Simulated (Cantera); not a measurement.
Source: NASA polynomial tables (part measured, part estimated), evaluated in Cantera. Values are per mole of reaction as written; species without (g) are pure solids or liquids, kept so even where they would boil at 1 bar.

**Question.** Between 423 and 573 K, where is each reaction favourable under standard conditions?
- Ni + S₂(g) → NiS₂
- 1.5 Ni + S₂(g) → 0.5 Ni₃S₄
- 2 Pb + S₂(g) → 2 PbS(g)

**Answer.** 
- Ni + S₂(g) → NiS₂: ΔG° is -181 kJ at 423 K and -154 kJ at 573 K; it stays negative (K > 1). ΔH° is -257 kJ and ΔS° -180 J/K at 573 K.
- 1.5 Ni + S₂(g) → 0.5 Ni₃S₄: ΔG° is -203 kJ at 423 K and -177 kJ at 573 K; it stays negative (K > 1). ΔH° is -275 kJ and ΔS° -171 J/K at 573 K.
- 2 Pb + S₂(g) → 2 PbS(g): ΔG° is 74 kJ at 423 K and 54 kJ at 573 K; it stays positive (K < 1). ΔH° is 130 kJ and ΔS° 133 J/K at 573 K.
